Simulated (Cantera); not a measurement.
Feed: 1 mol Si2Cl6, 0.23 mol HCl, 220 mol N2, held at 1748 K and 14.0 mbar.

These are equilibrium values from Cantera (NASA tables, ideal gas, pure condensed phases), not measurements of a reactor. Candidate condensed phases: NH4Cl, Si, Si3N4; 28 gas species. The feed counts by its element totals alone. The tables' values for SiCl3 are old estimates; treat these amounts as uncertain. Rates play no part.

Base state: N2 0.985, SiCl2 0.00633, Cl 0.00545, SiCl3 0.00175, HCl 0.00103, SiCl4 0.000865 (mole fractions); condensed: gas only.

Q: What changes in the equilibrium state with this change: Si2Cl6 replaced by Si2H6?

A: 
| species | before | after |
|---|---|---|
| N2 | 0.985 | 0.985 |
| H2 | 7.89e-8 | 0.0135 |
| HCl | 0.00103 | 0.000867 |
| SiCl2 | 0.00633 | 7.68e-5 |
| Cl | 0.00545 | 1.11e-5 |
| SiCl4 | 0.000865 | <1e-9 |
| SiCl3 | 0.00175 | 4.33e-8 |
| Si | 1.47e-8 | 4.30e-5 |
| Si3N4(s), mol | 0 | 0.657 |
